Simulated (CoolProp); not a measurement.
Nitrogen along the isobar 4.03 MPa: density (kg/m³) from the reference equation and from simpler models built on Tc = -147.0 °C, pc = 3.396 MPa, ω = 0.037; each cubic takes its own stable root.

Computed with CoolProp (reference Helmholtz-energy equation of state, Span 2000).

```csv
T (°C),phase,reference
-173.45,liquid,709.4
-159.45,liquid,620.8
-145.55,supercritical,443.7
-131.55,supercritical,146.2
-117.65,supercritical,112.8
-103.65,supercritical,95.26
-89.65,supercritical,83.67
-75.75,supercritical,75.22
-61.75,supercritical,68.58
-47.85,supercritical,63.24
-33.85,supercritical,58.75
-19.95,supercritical,54.97
-5.95,supercritical,51.67
```

### Question
How far does each simpler model (Redlich-Kwong, Peng-Robinson) lie from the reference over these 13 states: mean and median of the absolute difference, and the worst?

### Answer
- Redlich-Kwong: mean 2.1 %, median 0.7 %, worst -13.4 % at -145.55 °C and 4.03 MPa
- Peng-Robinson: mean 3.5 %, median 2.5 %, worst +11.1 % at -173.45 °C and 4.03 MPa
